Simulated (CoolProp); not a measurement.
Model: reference Helmholtz-energy equation of state, Lemmon 2006, in CoolProp. It is a short technical equation, of lower accuracy than the large ones.

### Question
For acetone, give the phase and the cp (kJ/(kg K)) at 387.5 K and 0.0817 MPa; 420 K and 0.0817 MPa; 485 K and 0.0817 MPa.

### Answer
- 387.5 K and 0.0817 MPa: gas; cp 1.60
- 420 K and 0.0817 MPa: gas; cp 1.67
- 485 K and 0.0817 MPa: gas; cp 1.84
